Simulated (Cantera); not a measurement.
Mixture: CO : H2 : CH4 : O2 : N2 = 1 : 1.5 : 0.36 : 0.985 : 3.64 (molar parts), at 10.0 bar, adiabatic and at constant pressure. Ignition delay is the time to a rise of 400 K.

Model: GRI-Mech 3.0 (53 species, 325 reactions), integrated in Cantera.

Question: What does this change do: 0.4 parts CO2 added?

Answer: 
```tsv
quantity	before	after
delay at 1150 K	0.155 ms	0.177 ms
delay at 1250 K	38.4 µs	43.5 µs
delay at 1350 K	16.0 µs	18.0 µs
delay at 1450 K	8.38 µs	9.37 µs
delay at 1550 K	4.92 µs	5.47 µs
delay at 1650 K	3.13 µs	3.46 µs
apparent activation energy between 1450 and 1650 K	98 kJ/mol	99 kJ/mol
```
